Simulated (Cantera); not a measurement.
Gas mixture: H2 : CO2 : NH3 = 0.41 : 0.71 : 0.65 (molar parts), at 1280 Torr, frozen composition.

Cantera's kinetic-theory transport with the Lennard-Jones parameters of GRI-Mech 3.0, ideal gas; thermal conductivity in the multicomponent form. Polar gases are described roughly by these parameters. The composition is frozen, though it would react at the higher temperatures.

One state of this run: ρ (kg/m³) = 0.623; cp (J/kg/K) = 1900; μ (µPa s) = 32.5; λ (mW/m/K) = 116; Pr = 0.534; D (cm²/s) N2 = 0.762; D (cm²/s) OH = 1.16; D (cm²/s) CH3 = 0.825. D: mixture-averaged diffusion coefficient of that species in the mixture.

Q: Which value of T (K) does it belong to?
(A) 1600
(B) 800
(C) 400
(D) 1400

A: B, 800
